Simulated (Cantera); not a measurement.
# Premixed flame

A freely propagating, adiabatic, planar premixed flame of H2 : O2 : N2 = 1 : 0.641 : 2.41 (molar parts), unburnt at 375 K and 1000000 Pa; mixture-averaged transport, grid criteria slope 0.08 and curve 0.16, no radiation.

Detailed kinetics in Cantera: the H2/O2 subset of GRI-Mech 3.0, which has no nitrogen chemistry. The hydrogen kinetics of GRI-Mech 3.0 are dated; newer H2 mechanisms differ, most at raised pressure. Burning velocities carry a grid error of a few per cent, more on coarse grids.

| z (mm) | T (K) | u (m/s) | x H2 | x O2 | x H2O2 | x H | x O | x OH |
|---|---|---|---|---|---|---|---|---|
| -0.0970 | 375 | 1.00 | 0.245 | 0.159 | 1.77e-8 | <1e-8 | <1e-8 | <1e-8 |
| -0.0647 | 377 | 1.00 | 0.240 | 0.160 | 3.40e-7 | <1e-8 | <1e-8 | <1e-8 |
| -0.0485 | 383 | 1.01 | 0.230 | 0.162 | 2.18e-6 | <1e-8 | <1e-8 | <1e-8 |
| -0.0323 | 419 | 1.07 | 0.204 | 0.166 | 2.18e-5 | <1e-8 | 4.91e-8 | <1e-8 |
| -0.0162 | 683 | 1.65 | 0.139 | 0.161 | 0.000228 | 3.23e-6 | 6.02e-6 | 9.51e-6 |
| -0.00809 | 1066 | 2.53 | 0.0945 | 0.138 | 0.000306 | 0.000373 | 0.000167 | 0.000381 |
| 0 | 1481 | 3.49 | 0.0531 | 0.102 | 4.16e-5 | 0.00236 | 0.00119 | 0.00202 |
| 0.00809 | 1752 | 4.13 | 0.0261 | 0.0728 | 5.71e-6 | 0.00378 | 0.00233 | 0.00506 |
| 0.0162 | 1901 | 4.48 | 0.0138 | 0.0580 | 3.82e-6 | 0.00330 | 0.00257 | 0.00738 |
| 0.0323 | 2036 | 4.78 | 0.00617 | 0.0490 | 2.38e-6 | 0.00157 | 0.00184 | 0.00795 |
| 0.0647 | 2119 | 4.96 | 0.00246 | 0.0462 | 1.35e-6 | 0.000413 | 0.000789 | 0.00587 |
| 0.129 | 2153 | 5.04 | 0.000845 | 0.0457 | 7.68e-7 | 8.65e-5 | 0.000291 | 0.00376 |
| 0.259 | 2162 | 5.06 | 0.000420 | 0.0457 | 5.85e-7 | 3.35e-5 | 0.000163 | 0.00286 |
x: mole fraction of selected species; z is measured from the peak of heat release.

laminar burning velocity: 100 cm/s
thermal thickness: 0.0323 mm
peak x(H2O2): 0.000324
peak x(H): 0.00380
peak x(O): 0.00258
peak x(OH): 0.00814
